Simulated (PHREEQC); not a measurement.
Consider water at 79 °C with 2.1 mmol/kgw ZnCl2 and 2.7 mmol/kgw H3BO3. Closed to the air; pH follows from the charge balance.

Model: ion-association model, wateq4f.dat, run in PHREEQC.

```json
{
 "pH": "5.14",
 "ionic_strength": "0.00606 mol/kgw"
}
```

| species | molality | activity | log γ |
|---|---|---|---|
| Cl- | 0.00408 | 0.00372 | -0.041 |
| H3BO3 | 0.00270 | 0.00270 | 0.001 |
| Zn+2 | 0.00198 | 0.00139 | -0.153 |
| ZnCl+ | 0.000115 | 0.000105 | -0.040 |
| H+ | 7.93e-6 | 7.31e-6 | -0.036 |
| ZnOH+ | 7.34e-6 | 6.69e-6 | -0.040 |
| H2BO3- | 5.40e-7 | 4.91e-7 | -0.042 |
| ZnCl2 | 4.88e-7 | 4.89e-7 | 0.001 |

Precipitation was switched off in this run. Constants without temperature data keep their 25 °C values here.
